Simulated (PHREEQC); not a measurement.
**Reverse-osmosis reject: speciation**

A made-up water analysis in mg/kgw, 25 °C, pH 7.84: Na 2230; K 45.2; Ca 185; Mg 10.7; Cl 3310; S(6) as SO4 638; Alkalinity as HCO3 14.9; Li 2.75.

Valence states are taken as typed.

Model: Pitzer model, pitzer.dat, run in PHREEQC.

No solid was allowed to form.

Problem. Estimate the specific conductance, osmotic coefficient.

Solution. specific conductance 11100 µS/cm; osmotic coefficient 0.914.

Problem. In which forms is C present?

Solution. HCO3- 96 %, CO2 2.6 %, CO3-2 0.9 % of the C.
